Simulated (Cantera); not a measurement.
Mixture: CO : H2 : O2 : N2 = 1 : 0.13 : 0.471 : 1.22 (molar parts), at 7.30 atm, adiabatic and at constant pressure. Ignition delay is the time to a rise of 400 K.

Cantera simulation using GRI-Mech 3.0 (53 species, 325 reactions); the numbers are that mechanism's predictions, not measurements. The hydrogen kinetics of GRI-Mech 3.0 are dated; newer H2 mechanisms differ, most at raised pressure. Below about 950 K walls govern HO2 and H2O2 in real vessels.

**Question.** What does this change do: pressure from 7.30 atm to 1.68 atm?

**Answer.** 
| quantity | before | after |
|---|---|---|
| delay at 875 K | 82.1 ms | 86.2 ms |
| delay at 1025 K | 1.23 ms | 0.330 ms |
| delay at 1175 K | 38.2 µs | 57.9 µs |
| delay at 1325 K | 8.07 µs | 30.5 µs |
Where the delays flatten at high temperature, the 400 K rule measures the pace of heat release, not the induction time.

**Question.** What does this change do: constant volume in place of constant pressure?

**Answer.** 
```tsv
quantity	before	after
delay at 875 K	82.1 ms	68.6 ms
delay at 1025 K	1.23 ms	1.08 ms
delay at 1175 K	38.2 µs	36.1 µs
delay at 1325 K	8.07 µs	7.48 µs
apparent activation energy between 1250 and 1400 K	91 kJ/mol	94 kJ/mol
```
